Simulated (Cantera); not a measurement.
A closed system holds: 1 mol ZrN, 1.8 mol H₂, equilibrated at 2298 K.

Method: chemical equilibrium by Gibbs-energy minimisation in Cantera with the NASA 1993 tables (ideal gas, pure condensed phases). Candidate condensed phases: Zr, ZrN; 11 gas species. ZrN: taken at fixed stoichiometry. Rates play no part.

x: gas mole fraction; n: condensed amount in mol.

```json
[
 {"P (Pa)": "1", "x H₂": "0.0847", "x H": "0.882", "x Zr": "0.0224", "x N₂": "0.0112", "x N": "?", "n ZrN(s)": "0.923"},
 {"P (Pa)": "7.20", "x H₂": "0.339", "x H": "0.657", "x Zr": "0.00312", "x N₂": "0.00156", "x N": "?", "n ZrN(s)": "0.992"},
 {"P (Pa)": "52", "x H₂": "0.659", "x H": "0.341", "x Zr": "0.000432", "x N₂": "0.000216", "x N": "?", "n ZrN(s)": "0.999"},
 {"P (Pa)": "370", "x H₂": "0.854", "x H": "0.146", "x Zr": "6.07e-5", "x N₂": "3.03e-5", "x N": "?", "n ZrN(s)": "1.000"},
 {"P (Pa)": "2700", "x H₂": "0.943", "x H": "0.0566", "x Zr": "8.31e-6", "x N₂": "4.16e-6", "x N": "?", "n ZrN(s)": "1.000"},
 {"P (Pa)": "19000", "x H₂": "0.978", "x H": "0.0217", "x Zr": "1.18e-6", "x N₂": "5.90e-7", "x N": "?", "n ZrN(s)": "1.000"},
 {"P (Pa)": "140000", "x H₂": "0.992", "x H": "0.00806", "x Zr": "1.62e-7", "x N₂": "7.84e-8", "x N": "?", "n ZrN(s)": "1.00"},
 {"P (Pa)": "1000000", "x H₂": "0.997", "x H": "0.00302", "x Zr": "2.43e-8", "x N₂": "9.58e-9", "x N": "?", "n ZrN(s)": "1.00"}
]
```

Problem. Fill in the missing entries.

Solution. 
- 1, x N: 1.28e-6
- 7.20, x N: 1.78e-7
- 52, x N: 2.46e-8
- 370, x N: 3.46e-9
- 2700, x N: 4.74e-10
- 19000, x N: 6.73e-11
- 140000, x N: 9.05e-12
- 1000000, x N: 1.18e-12
